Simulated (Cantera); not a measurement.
An isothermal, constant-pressure homogeneous reactor starts with 77.3 % NH3, 22.7 % N2, at 2025 K and 40000 Pa.

Computed with Cantera and the gas-phase N/H chemistry of the illustrative SiF4/NH3 mechanism in the Surface Chemkin manual (1991). Walls and surfaces, which speed up NH3 decomposition in real reactors, are not modelled.

x: mole fraction; the columns are a selection and need not sum to one.

```json
[
 {"t (s)": "2.00e-5", "x NH3": "0.772", "x NH2": "0.000170", "x H2": "8.56e-5", "x N2H4": "4.31e-9", "x H": "5.87e-7", "x N": "1.26e-10"},
 {"t (s)": "4.60e-5", "x NH3": "0.772", "x NH2": "[?]", "x H2": "[?]", "x N2H4": "[?]", "x H": "[?]", "x N": "[?]"},
 {"t (s)": "0.000106", "x NH3": "0.771", "x NH2": "0.000825", "x H2": "0.000544", "x N2H4": "1.03e-7", "x H": "1.01e-6", "x N": "6.10e-9"},
 {"t (s)": "0.000243", "x NH3": "0.769", "x NH2": "0.00134", "x H2": "0.00185", "x N2H4": "2.72e-7", "x H": "2.36e-6", "x N": "1.95e-8"},
 {"t (s)": "0.000558", "x NH3": "0.765", "x NH2": "0.00146", "x H2": "0.00593", "x N2H4": "3.22e-7", "x H": "5.27e-6", "x N": "4.73e-8"},
 {"t (s)": "0.00128", "x NH3": "0.753", "x NH2": "0.00141", "x H2": "0.0155", "x N2H4": "3.01e-7", "x H": "1.13e-5", "x N": "1.05e-7"},
 {"t (s)": "0.00295", "x NH3": "0.728", "x NH2": "0.00132", "x H2": "0.0367", "x N2H4": "2.65e-7", "x H": "2.40e-5", "x N": "2.25e-7"},
 {"t (s)": "0.00678", "x NH3": "0.675", "x NH2": "0.00120", "x H2": "0.0817", "x N2H4": "2.17e-7", "x H": "5.05e-5", "x N": "4.21e-7"},
 {"t (s)": "0.0156", "x NH3": "0.572", "x NH2": "0.00103", "x H2": "0.169", "x N2H4": "1.59e-7", "x H": "0.000104", "x N": "6.42e-7"},
 {"t (s)": "0.0358", "x NH3": "0.405", "x NH2": "0.000795", "x H2": "0.310", "x N2H4": "9.56e-8", "x H": "0.000208", "x N": "8.21e-7"},
 {"t (s)": "0.0823", "x NH3": "0.206", "x NH2": "0.000500", "x H2": "0.479", "x N2H4": "3.79e-8", "x H": "0.000398", "x N": "9.42e-7"},
 {"t (s)": "0.189", "x NH3": "0.0567", "x NH2": "0.000209", "x H2": "0.605", "x N2H4": "6.64e-9", "x H": "0.000762", "x N": "9.90e-7"},
 {"t (s)": "0.435", "x NH3": "[?]", "x NH2": "[?]", "x H2": "0.648", "x N2H4": "2.01e-10", "x H": "[?]", "x N": "[?]"},
 {"t (s)": "1.00", "x NH3": "0.000335", "x NH2": "3.71e-6", "x H2": "0.652", "x N2H4": "2.07e-12", "x H": "0.00246", "x N": "1.64e-7"}
]
```

Question: Complete the blanks.

Answer: 
- 4.60e-5, x NH2: 0.000387
- 4.60e-5, x H2: 0.000203
- 4.60e-5, x N2H4: 2.25e-8
- 4.60e-5, x H: 6.49e-7
- 4.60e-5, x N: 1.36e-9
- 0.435, x NH3: 0.00456
- 0.435, x NH2: 3.65e-5
- 0.435, x H: 0.00177
- 0.435, x N: 8.45e-7
